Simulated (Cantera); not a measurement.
A Cantera script and its output.

```python
import numpy as np
import cantera as ct

gas = ct.Solution("gri30.yaml")
gas.TPX = 1275, 100000, {'H2': 0.99, 'O2': 1, 'N2': 0.99, 'H2O': 0.023}
reactor = ct.IdealGasConstPressureReactor(gas, energy="off", clone=False)
net = ct.ReactorNet([reactor])
net.rtol, net.atol = 1e-08, 1e-18
show = ['H2', 'O2', 'N2O', 'NO', 'O']
times = np.geomspace(5e-05, 3, 14)

steps = ct.SolutionArray(gas, extra=["t"])
rows = []
print(f"{'t/s':>10s}{'T/K':>9s}{'P/Pa':>11s}" + "".join(f"{s:>11s}" for s in show))
for t in times:
    while net.time < t:
        t_next = net.step()
        steps.append(gas.state, t=t_next)
    rows.append([np.interp(t, steps.t, y) for y in (steps.T, steps.P, *steps(*show).X.T)])
    print(f"{t:10.3e}{rows[-1][0]:9.1f}{rows[-1][1]:11.4g}" + "".join(f"{x:11.3e}" for x in rows[-1][2:]))
rate = np.gradient(steps.T, steps.t)
print("integrator steps:", len(steps.t))
if steps.T.max() > steps.T[0] + 200:
    print(f"time of steepest temperature rise: {steps.t[rate.argmax()]:.4e} s")
gas.TPX = 1275, 100000, {'H2': 0.99, 'O2': 1, 'N2': 0.99, 'H2O': 0.023}
gas.equilibrate("TP")
print(f"equilibrium (TP): T = {gas.T:.1f} K  " + "  ".join(f"{s} {gas[s].X[0]:.3e}" for s in show))
```

Result:

```
       t/s      T/K       P/Pa         H2         O2        N2O         NO          O
 5.000e-05   1275.0      1e+05  4.473e-03  2.020e-01  9.281e-08  4.156e-06  8.729e-04
 1.166e-04   1275.0      1e+05  1.094e-03  2.015e-01  1.050e-07  4.068e-06  1.201e-04
 2.717e-04   1275.0      1e+05  2.750e-04  2.013e-01  1.100e-07  3.977e-06  2.493e-05
 6.333e-04   1275.0      1e+05  5.133e-05  2.013e-01  1.126e-07  3.962e-06  6.332e-06
 1.476e-03   1275.0      1e+05  6.291e-06  2.013e-01  1.141e-07  4.029e-06  1.951e-06
 3.441e-03   1275.0      1e+05  7.546e-07  2.013e-01  1.147e-07  4.111e-06  7.020e-07
 8.022e-03   1275.0      1e+05  2.079e-07  2.013e-01  1.143e-07  4.160e-06  2.800e-07
 1.870e-02   1275.0      1e+05  9.136e-08  2.013e-01  1.117e-07  4.177e-06  1.232e-07
 4.359e-02   1275.0      1e+05  5.695e-08  2.013e-01  1.048e-07  4.174e-06  6.622e-08
 1.016e-01   1275.0      1e+05  5.043e-08  2.013e-01  8.953e-08  4.168e-06  5.158e-08
 2.368e-01   1275.0      1e+05  5.004e-08  2.013e-01  6.274e-08  4.167e-06  5.049e-08
 5.521e-01   1275.0      1e+05  5.003e-08  2.013e-01  3.058e-08  4.167e-06  5.045e-08
 1.287e+00   1275.0      1e+05  5.002e-08  2.013e-01  1.311e-08  4.167e-06  5.044e-08
 3.000e+00   1275.0      1e+05  5.002e-08  2.013e-01  1.111e-08  4.167e-06  5.043e-08
integrator steps: 1501
equilibrium (TP): T = 1275.0 K  H2 5.004e-08  O2 2.012e-01  N2O 1.110e-08  NO 2.335e-04  O 5.042e-08
```

Computed with Cantera and GRI-Mech 3.0 (53 species, 325 reactions). The temperature is held fixed by assumption; the heat of reaction is taken as removed at once.
